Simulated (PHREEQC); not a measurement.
A made-up water analysis in mg/L, 25 °C, pH 5.91, pe 8.2:

| constituent | mg/L |
|---|---|
| Na | 1.93 |
| K | 0.482 |
| Ca | 1.36 |
| Mg | 0.512 |
| Cl | 2.06 |
| S(6) as SO4 | 6.2 |
| Alkalinity as HCO3 | 0.93 |
| Pb | 0.599 |

Valence states are taken as typed.

Computed with PHREEQC (ion-association model, phreeqc.dat).

| quantity | before | after |
|---|---|---|
| CO2 (mol/kgw) | 4.43e-5 | 0.000128 |
| HCO3- (mol/kgw) | 1.64e-5 | 1.84e-5 |
| Pb+2 (mol/kgw) | 2.70e-6 | 2.74e-6 |
| CaSO4 (mol/kgw) | 3.23e-7 | 3.23e-7 |
| MgSO4 (mol/kgw) | 2.64e-7 | 2.64e-7 |
| PbSO4 (mol/kgw) | 8.22e-8 | 8.32e-8 |
| SI of Pb(OH)2 (Pb(OH)2) | -1.93 | -2.75 |
| SI of Anglesite (PbSO4) | -2.04 | -2.04 |

Task: Name the change that produced these shifts.
A) all concentrations times 4 at the same typed pH
B) pH from 5.91 to 5.5 at the same alkalinity
C) Pb from 0.599 to 0.299 mg/L

Result: B, pH from 5.91 to 5.5 at the same alkalinity

No solid was allowed to form.
